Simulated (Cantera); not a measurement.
A Cantera script and its output.

```python
import numpy as np
import cantera as ct

gas = ct.Solution("gri30.yaml")
gas.TPX = 2000, 1400, {'CH4': 1, 'N2': 16, 'H2O': 0.28}
reactor = ct.IdealGasConstPressureReactor(gas, energy="off", clone=False)
net = ct.ReactorNet([reactor])
net.rtol, net.atol = 1e-08, 1e-18
show = ['CH4', 'CH3', 'CH2', 'C2H4', 'H', 'HCN']
times = np.geomspace(9e-06, 60, 13)

steps = ct.SolutionArray(gas, extra=["t"])
rows = []
print(f"{'t/s':>10s}{'T/K':>9s}{'P/Pa':>11s}" + "".join(f"{s:>11s}" for s in show))
for t in times:
    while net.time < t:
        t_next = net.step()
        steps.append(gas.state, t=t_next)
    rows.append([np.interp(t, steps.t, y) for y in (steps.T, steps.P, *steps(*show).X.T)])
    print(f"{t:10.3e}{rows[-1][0]:9.1f}{rows[-1][1]:11.4g}" + "".join(f"{x:11.3e}" for x in rows[-1][2:]))
rate = np.gradient(steps.T, steps.t)
print("integrator steps:", len(steps.t))
if steps.T.max() > steps.T[0] + 200:
    print(f"time of steepest temperature rise: {steps.t[rate.argmax()]:.4e} s")
gas.TPX = 2000, 1400, {'CH4': 1, 'N2': 16, 'H2O': 0.28}
gas.equilibrate("TP")
print(f"equilibrium (TP): T = {gas.T:.1f} K  " + "  ".join(f"{s} {gas[s].X[0]:.3e}" for s in show))
```

It prints:

```
       t/s      T/K       P/Pa        CH4        CH3        CH2       C2H4          H        HCN
 9.000e-06   2000.0       1400  5.787e-02  4.717e-06  1.535e-11  1.747e-12  3.235e-06  5.472e-15
 3.334e-05   2000.0       1400  5.785e-02  2.202e-05  7.029e-10  1.381e-10  7.359e-06  1.461e-13
 1.235e-04   2000.0       1400  5.777e-02  9.961e-05  1.687e-08  1.960e-08  9.213e-06  3.259e-12
 4.573e-04   2000.0       1400  5.746e-02  3.921e-04  2.071e-07  1.676e-06  9.731e-06  7.716e-11
 1.694e-03   2000.0       1400  5.617e-02  1.438e-03  2.095e-06  9.059e-05  1.770e-05  3.139e-09
 6.274e-03   2000.0       1400  4.542e-02  3.934e-03  1.413e-05  2.226e-03  1.299e-04  3.624e-07
 2.324e-02   2000.0       1400  1.290e-02  1.968e-03  1.463e-05  5.669e-04  5.349e-04  1.159e-05
 8.607e-02   2000.0       1400  1.771e-03  4.249e-04  6.420e-06  1.966e-05  9.968e-04  5.170e-05
 3.188e-01   2000.0       1400  5.933e-04  1.922e-04  4.189e-06  3.681e-06  1.456e-03  1.785e-04
 1.181e+00   2000.0       1400  2.147e-04  8.753e-05  2.358e-06  8.318e-07  2.056e-03  5.885e-04
 4.374e+00   2000.0       1400  7.305e-07  5.675e-07  2.899e-08  1.849e-07  3.994e-03  9.943e-04
 1.620e+01   2000.0       1400  3.183e-07  2.730e-07  1.540e-08  1.784e-07  4.401e-03  1.003e-03
 6.000e+01   2000.0       1400  3.220e-07  2.762e-07  1.558e-08  1.783e-07  4.401e-03  1.032e-03
integrator steps: 1860
equilibrium (TP): T = 2000.0 K  CH4 3.600e-07  CH3 3.088e-07  CH2 1.742e-08  C2H4 2.618e-08  H 4.401e-03  HCN 3.315e-02
```

Computed with Cantera and GRI-Mech 3.0 (53 species, 325 reactions). GRI-Mech 3.0 stops at C3 and has no aromatics, soot or wall deposition, so with more carbon than oxygen in the feed, carbon stays in small species such as C2H2 where larger ones or solid carbon would form. Radical loss at walls, strong at low pressure, is not modelled.
